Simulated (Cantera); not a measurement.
Feed: 1 mol Nb2O5, 140 mol H2, held at 950 K and 0.100 bar.

Method: chemical equilibrium by Gibbs-energy minimisation in Cantera with the NASA 1993 tables (ideal gas, pure condensed phases). Candidate condensed phases: H2O, Nb, NbO, NbO2, Nb2O5; 12 gas species. Condensed phases not in the tables: the oxides between NbO2 and Nb2O5. Equilibrium is a limit: real reactors are often held back by kinetics, nucleation or transport.

Base state: H2 0.996, H2O 0.00362 (mole fractions); condensed: NbO2(s) + Nb2O5(s).

Problem. What changes in the equilibrium state with this change: temperature from 950 K to 2075 K?

Solution. 
```csv
species,before,after
H2,0.996,0.977
H2O,0.00362,0.0149
H,1.76e-9,0.00832
NbO2,<1e-9,0.000139
OH,<1e-9,1.45e-5
"NbO2(s), mol",1.01,0.888
"Nb2O5(s), mol",0.494,0
"NbO(s), mol",0,1.09
```
Mutual solubility and eutectic melting of coexisting phases are not modelled. NbO: taken at fixed stoichiometry.

Problem. What changes in the equilibrium state with this change: Nb2O5 replaced by NiS?

Solution. 
```json
[
 {"species": "H2", "before": "0.996", "after": "0.998"},
 {"species": "H2S", "before": "0", "after": "0.00243"},
 {"species": "H2O", "before": "0.00362", "after": "0"},
 {"species": "NbO2(s), mol", "before": "1.01", "after": "0"},
 {"species": "Nb2O5(s), mol", "before": "0.494", "after": "0"},
 {"species": "Ni(s), mol", "before": "0", "after": "0.0113"},
 {"species": "Ni3S2(s), mol", "before": "0", "after": "0.330"}
]
```
Metal and sulfide melt together well below either melting point, which pure phases cannot show. Further candidate phases: Ni, NiS, NiS2, Ni3S2, Ni3S4, S.
